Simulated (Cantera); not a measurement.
## Catalytic combustion on Pt

An isothermal plug-flow reactor at 950 K and 1.00 bar (inlet), inlet velocity 0.9 m/s, active area per volume 110 1/m; feed CO : O2 : N2 = 0.0037 : 0.2 : 0.79 (molar parts), equivalence ratio 0.0092.

Model: Deutschmann's 1995 Pt surface mechanism with GRI-Mech 3.0 gas chemistry, integrated in Cantera. Catalytic surfaces can have several steady states; this one follows from the mechanism file's or the stated starting coverage. Mass transfer to the wall is taken as infinitely fast.

```
z (m)        x CO   x O2   x H2O     x CO2  θ free Pt   θ O*
-------  --------  -----  ------  --------  ---------  -----
0.00016   0.00330  0.201  <1e-12  0.000419      0.134  0.866
0.00028   0.00303  0.201  <1e-12  0.000695      0.132  0.867
0.0005    0.00259  0.201  <1e-12   0.00113      0.130  0.869
0.00088   0.00200  0.201  <1e-12   0.00172      0.127  0.872
0.0016    0.00125  0.200  <1e-12   0.00247      0.124  0.876
0.0028   0.000596  0.200  <1e-12   0.00313      0.122  0.878
0.005    0.000159  0.200  <1e-12   0.00357      0.120  0.880
0.0088    1.68e-5  0.200  <1e-12   0.00371      0.120  0.880
0.016     2.40e-7  0.200  <1e-12   0.00373      0.120  0.880
```
x: gas mole fraction; θ: surface coverage.
